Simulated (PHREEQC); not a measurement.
A solution holds 0.014 mol HF and 0.00022 mol (CH3)4NF per kg of water, at 70 °C. Closed to the air; pH follows from the charge balance.

Computed with PHREEQC (ion-association model, wateq4f.dat).

```tsv
quantity	before	after
pH	2.75	3.17
ionic strength (mol/kgw)	0.00208	0.000913
HF (mol/kgw)	0.0119	0.00210
F- (mol/kgw)	0.00198	0.000904
HF2- (mol/kgw)	0.000103	8.29e-6
```

**Question.** What was changed between the two runs?
A. HF from 0.014 to 0.0028 mol/kgw
B. HF replaced by KHF2 at the same molality
C. 0.0078 mol/kgw Na2S added
D. HF left out

**Answer.** A, HF from 0.014 to 0.0028 mol/kgw

No solid was allowed to form. (CH3)4N+ isn't in the database: it is added as a free cation with an ion size of 4 Å. At this temperature some constants are extrapolated from 25 °C, and those without enthalpy data are left unchanged.
